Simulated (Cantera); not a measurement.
**Equilibrium for chemical vapour transport: B + H2O**

A closed system holds: 1 mol B, 0.24 mol H2O, held at 0.0260 bar.

Equilibrium computed with Cantera from the NASA thermochemical tables; the gas is ideal and each condensed phase is pure. Candidate condensed phases: B, B2O3, B3O3H3, H2O; 23 gas species. Mutual solubility and eutectic melting of coexisting phases are not modelled. The tables' values for BH2 are old estimates; treat these amounts as uncertain. Kinetics and transport are ignored.

```
T (°C)   x H2     x HBO    x B2O2    x B2O3  x B3O3H3    x HBO2       x H  n B(s)  n B2O3(l)
------  -----  --------  --------  --------  --------  --------  --------  ------  ---------
527     0.999   9.90e-9    <1e-12    <1e-12  0.000679  9.65e-12  1.80e-11   0.840     0.0798
602     0.999   1.52e-7  3.37e-12    <1e-12  0.000814  2.79e-10  3.11e-10   0.840     0.0798
677     0.999   1.50e-6  1.84e-10  1.03e-11  0.000921   4.63e-9   3.45e-9   0.840     0.0798
752     0.999   1.05e-5   5.51e-9  4.14e-10   0.00100   5.00e-8   2.70e-8   0.840     0.0798
827     0.999   5.54e-5   1.02e-7   9.84e-9   0.00106   3.84e-7   1.60e-7   0.840     0.0797
902     0.999  0.000236   1.29e-6   1.53e-7   0.00110   2.24e-6   7.60e-7   0.840     0.0797
977     0.998  0.000837   1.18e-5   1.70e-6   0.00111   1.05e-5   2.99e-6   0.840     0.0797
1052    0.996   0.00256   8.39e-5   1.41e-5   0.00112   4.07e-5   1.01e-5   0.840     0.0795
1127    0.991   0.00689  0.000478   9.24e-5   0.00111  0.000136   3.00e-5   0.839     0.0791
1202    0.979    0.0167   0.00226  0.000496   0.00108  0.000395   7.96e-5   0.838     0.0778
1277    0.950    0.0365   0.00916   0.00224   0.00102   0.00102  0.000190   0.835     0.0745
```
x: gas mole fraction; n: condensed amount in mol.

From 527 °C to 1277 °C the condensed part is B(s) + B2O3(l). The main B-bearing gas is B3O3H3 at 527 °C and HBO at 1277 °C. The share of B in condensed phases is highest at 527 °C (100.0 %) and lowest at 1277 °C (98.4 %).
